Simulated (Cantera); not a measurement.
CF4 + H2 (fluorocarbon and chlorocarbon gases)

A closed system holds: 1 mol CF4, 5.1 mol H2, equilibrated at 10.0 Torr.

Cantera equilibrium calculation (NASA polynomials, part measured and part estimated; ideal gas, pure solids and liquids). Candidate condensed phases: C, C6H6, C7H8, C8H18; 95 gas species. Rates play no part.

```tsv
T (K)	log p HF	log p H	log p H2	log p C2H2 (acetylene)	log p C3	n C(graphite)
2548	-2.16	-2.69	-2.37	-4.25	-5.99	0.929
2598	-2.17	-2.62	-2.40	-4.19	-5.67	0.914
2648	-2.17	-2.55	-2.43	-4.14	-5.36	0.896
2698	-2.18	-2.48	-2.47	-4.10	-5.07	0.873
2748	-2.19	-2.43	-2.52	-4.07	-4.78	0.840
2798	-2.20	-2.38	-2.57	-4.05	-4.51	0.791
2848	-2.22	-2.33	-2.63	-4.04	-4.25	0.713
```
log p: log10 of the partial pressure in bar; n: condensed amount in mol.

From 2548 K to 2848 K the condensed part is C(graphite). The main C-bearing gas is C2H2 (acetylene) throughout. The share of C in condensed phases is highest at 2548 K (92.9 %) and lowest at 2848 K (71.3 %).
